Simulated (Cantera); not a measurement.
Feed: 1 mol Ti, 0.08 mol O₂, 2.7 mol H₂, equilibrated at 10.0 Torr.

These are equilibrium values from Cantera (NASA tables, ideal gas, pure condensed phases), not measurements of a reactor. Candidate condensed phases: H₂O, Ti, TiO, TiO₂, Ti₂O₃, Ti₃O₅, Ti₄O₇; 12 gas species. Mutual solubility and eutectic melting of coexisting phases are not modelled. TiO: taken at fixed stoichiometry. Condensed phases not in the tables: N, O or C dissolved in the metal. Equilibrium is a limit: real reactors are often held back by kinetics, nucleation or transport.

log p: log10 of the partial pressure in bar; n: condensed amount in mol.

```json
[
 {"T (K)": "1275", "log p H₂": "-1.88", "log p H": "-7.07", "log p Ti": "-11.80", "log p TiO": "<-13", "n Ti(β)": "0.840", "n TiO(s)": "0.160", "n Ti(l)": "0"},
 {"T (K)": "1350", "log p H₂": "-1.88", "log p H": "-6.56", "log p Ti": "-10.75", "log p TiO": "-13.25", "n Ti(β)": "0.840", "n TiO(s)": "0.160", "n Ti(l)": "0"},
 {"T (K)": "1425", "log p H₂": "-1.88", "log p H": "-6.10", "log p Ti": "-9.81", "log p TiO": "-12.09", "n Ti(β)": "0.840", "n TiO(s)": "0.160", "n Ti(l)": "0"},
 {"T (K)": "1500", "log p H₂": "-1.88", "log p H": "-5.69", "log p Ti": "-8.97", "log p TiO": "-11.04", "n Ti(β)": "0.840", "n TiO(s)": "0.160", "n Ti(l)": "0"},
 {"T (K)": "1575", "log p H₂": "-1.88", "log p H": "(withheld)", "log p Ti": "(withheld)", "log p TiO": "(withheld)", "n Ti(β)": "0.840", "n TiO(s)": "0.160", "n Ti(l)": "0"},
 {"T (K)": "1650", "log p H₂": "-1.88", "log p H": "-4.98", "log p Ti": "-7.52", "log p TiO": "-9.25", "n Ti(β)": "0.840", "n TiO(s)": "0.160", "n Ti(l)": "0"},
 {"T (K)": "1725", "log p H₂": "-1.88", "log p H": "-4.67", "log p Ti": "-6.89", "log p TiO": "-8.47", "n Ti(β)": "0.840", "n TiO(s)": "0.160", "n Ti(l)": "0"},
 {"T (K)": "1800", "log p H₂": "-1.88", "log p H": "-4.38", "log p Ti": "-6.31", "log p TiO": "-7.76", "n Ti(β)": "0.840", "n TiO(s)": "0.160", "n Ti(l)": "0"},
 {"T (K)": "1875", "log p H₂": "-1.88", "log p H": "(withheld)", "log p Ti": "(withheld)", "log p TiO": "(withheld)", "n Ti(β)": "0.840", "n TiO(s)": "0.160", "n Ti(l)": "0"},
 {"T (K)": "1950", "log p H₂": "-1.88", "log p H": "-3.88", "log p Ti": "-5.30", "log p TiO": "-6.52", "n Ti(β)": "0", "n TiO(s)": "0.160", "n Ti(l)": "0.839"}
]
```

Task: Fill in the missing entries.

Result: 
- 1575, log p H: -5.32
- 1575, log p Ti: -8.21
- 1575, log p TiO: -10.10
- 1875, log p H: -4.12
- 1875, log p Ti: -5.78
- 1875, log p TiO: -7.12
